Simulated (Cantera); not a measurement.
**Stirred combustor or abatement burner**

A perfectly stirred reactor is fed with 14.5 % CH4, 1.88 % CO, 17.5 % O2, 66.1 % N2, equivalence ratio 1.7, at 620000 Pa; it is adiabatic with a 523 K inlet, and is followed from long to short residence time, starting on the burning branch (τ in s: 0.2, 0.093, 0.043, 0.02, 0.0091, 0.0042, 0.0019, 0.00089, 0.00041, 0.00019, 8.8e-05, 4.1e-05).

Computed with Cantera and GRI-Mech 3.0 (53 species, 325 reactions).

```csv
τ (s),T (K),x CH4,x CO,x O2,x NO,x CH2,x CO2,x H2O2
0.20,1945,0.00207,0.108,5.86e-5,7.27e-6,1.11e-7,0.0362,1.92e-9
0.093,1951,0.00307,0.105,0.000119,6.95e-6,2.04e-7,0.0370,3.92e-9
0.043,1958,0.00429,0.101,0.000238,6.29e-6,3.72e-7,0.0379,8.02e-9
0.020,1964,0.00568,0.0972,0.000469,5.53e-6,6.66e-7,0.0390,1.63e-8
0.0091,1969,0.00730,0.0927,0.000928,4.68e-6,1.19e-6,0.0399,3.36e-8
0.0042,1970,0.00909,0.0889,0.00180,3.78e-6,2.04e-6,0.0404,6.86e-8
0.0019,1961,0.0113,0.0861,0.00353,2.74e-6,3.33e-6,0.0399,1.45e-7
0.00089,1935,0.0142,0.0848,0.00693,1.66e-6,4.75e-6,0.0378,3.10e-7
0.00041,1845,0.0209,0.0848,0.0173,4.67e-7,4.46e-6,0.0313,8.33e-7
0.00019,523,0.145,0.0188,0.175,<1e-12,<1e-12,<1e-12,<1e-12
8.8e-5,523,0.145,0.0188,0.175,<1e-12,<1e-12,<1e-12,<1e-12
4.1e-5,523,0.145,0.0188,0.175,<1e-12,<1e-12,<1e-12,<1e-12
```
x: mole fraction; the columns are a selection and need not sum to one.
